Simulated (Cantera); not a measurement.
A closed system holds: 1 mol SiCl4, 0.3 mol HCl, 290 mol N2, a varied amount of Cl2, at 1198.15 K and 10.0 mbar.

These are equilibrium values from Cantera (NASA tables, ideal gas, pure condensed phases), not measurements of a reactor. Candidate condensed phases: NH4Cl, Si, Si3N4; 28 gas species. Equilibrium is a limit: real reactors are often held back by kinetics, nucleation or transport.

Q: At 0.26 mol Cl2, list the 5 most abundant gas species with their mole fractions, and the condensed phases.

A: N2 0.994, SiCl4 0.00343, HCl 0.00103, Cl 0.000947, Cl2 0.000418. Condensed: gas only.
